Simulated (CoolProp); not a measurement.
The fluid at 321.77 K and 0.11 MPa is compressed adiabatically to 0.8 MPa with isentropic efficiency 0.9. The same conditions are run with several fluids, on thermodynamics alone (safety and materials aside).

The numbers come from the reference Helmholtz-energy equation of state of each fluid (R1336mzz(E): Akasaka 2023; propane: Lemmon 2009; R1233zd(E): Akasaka 2022; R404A: Lemmon 2003; n-perfluoropentane: Gao 2022) in CoolProp. Blends and air are pseudo-pure fits.

| fluid | work (kJ/kg) | final temperature (K) | final phase | final density (kg/m³) |
|---|---|---|---|---|
| R1336mzz(E) | 35.3 | 372.9 | gas | 50.0 |
| propane | 144 | 400.8 | gas | 11.2 |
| R1233zd(E) | 45.4 | 385.2 | gas | 37.8 |
| R404A | 64.5 | 393.4 | gas | 25.1 |
| n-perfluoropentane | 17.5 | 374.8 | two-phase, vapour fraction 0.671 | 143 |
